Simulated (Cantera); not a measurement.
An adiabatic, constant-pressure homogeneous reactor starts with CH3OH : O2 : N2 = 1 : 2.63 : 9.89 (molar parts), at 1100 K and 9.87 atm. Integrator tolerance rtol = 1e-08.

Model: GRI-Mech 3.0 (53 species, 325 reactions), integrated in Cantera. GRI-Mech 3.0 was tuned for natural gas; its chemistry of methanol as a main component is partial and can be far from experiment.

What does this change do: pressure from 9.87 atm to 10.9 atm?


```tsv
quantity	before	after
time of steepest temperature rise	10.6 ms	9.94 ms
temperature at 3.00 s	2287 K	2287 K
equilibrium temperature	2287 K	2287 K
x(CH3OH) at 3.00 s	<1e-12 (gas-phase equilibrium <1e-12)	<1e-12 (gas-phase equilibrium <1e-12)
x(O2) at 3.00 s	0.0756 (gas-phase equilibrium 0.0756)	0.0756 (gas-phase equilibrium 0.0756)
x(H2) at 3.00 s	0.000312 (gas-phase equilibrium 0.000312)	0.000299 (gas-phase equilibrium 0.000299)
x(OH) at 3.00 s	0.00361 (gas-phase equilibrium 0.00361)	0.00353 (gas-phase equilibrium 0.00353)
x(CO2) at 3.00 s	0.0703 (gas-phase equilibrium 0.0703)	0.0704 (gas-phase equilibrium 0.0704)
```

What does this change do: pressure from 9.87 atm to 4.93 atm?


```json
[
 {"quantity": "time of steepest temperature rise", "before": "10.6 ms", "after": "17.6 ms"},
 {"quantity": "temperature at 3.00 s", "before": "2287 K", "after": "2281 K"},
 {"quantity": "equilibrium temperature", "before": "2287 K", "after": "2281 K"},
 {"quantity": "x(CH3OH) at 3.00 s", "before": "<1e-12 (gas-phase equilibrium <1e-12)", "after": "<1e-12 (gas-phase equilibrium <1e-12)"},
 {"quantity": "x(O2) at 3.00 s", "before": "0.0756 (gas-phase equilibrium 0.0756)", "after": "0.0756 (gas-phase equilibrium 0.0756)"},
 {"quantity": "x(H2) at 3.00 s", "before": "0.000312 (gas-phase equilibrium 0.000312)", "after": "0.000425 (gas-phase equilibrium 0.000425)"},
 {"quantity": "x(OH) at 3.00 s", "before": "0.00361 (gas-phase equilibrium 0.00361)", "after": "0.00419 (gas-phase equilibrium 0.00419)"},
 {"quantity": "x(CO2) at 3.00 s", "before": "0.0703 (gas-phase equilibrium 0.0703)", "after": "0.0700 (gas-phase equilibrium 0.0700)"}
]
```
